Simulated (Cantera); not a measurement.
A perfectly stirred reactor is fed with 2.80 % CO, 2.80 % O₂, 1.21 % H₂O, 93.2 % N₂, equivalence ratio 0.50, at 1.80 bar; it is held at 1323 K, and followed from long to short residence time.

Model: GRI-Mech 3.0 (53 species, 325 reactions), integrated in Cantera.

Task: Predict: x(CO) at τ = 20.0 s; x(O₂) at τ = 20.0 s; x(H₂O) at τ = 20.0 s; x(N₂O) at τ = 20.0 s; x(H₂O₂) at τ = 20.0 s; x(CO) at τ = 51.0 ms; x(O₂) at τ = 51.0 ms; x(H₂O) at τ = 51.0 ms; x(N₂O) at τ = 51.0 ms; x(H₂O₂) at τ = 51.0 ms.

Result: 
- x(CO) at τ = 20.0 s = 2.20e-5
- x(O₂) at τ = 20.0 s = 0.0142
- x(H₂O) at τ = 20.0 s = 0.0123
- x(N₂O) at τ = 20.0 s = 5.07e-7
- x(H₂O₂) at τ = 20.0 s = 5.16e-9
- x(CO) at τ = 51.0 ms = 0.00126
- x(O₂) at τ = 51.0 ms = 0.0148
- x(H₂O) at τ = 51.0 ms = 0.0122
- x(N₂O) at τ = 51.0 ms = 1.14e-6
- x(H₂O₂) at τ = 51.0 ms = 1.28e-7
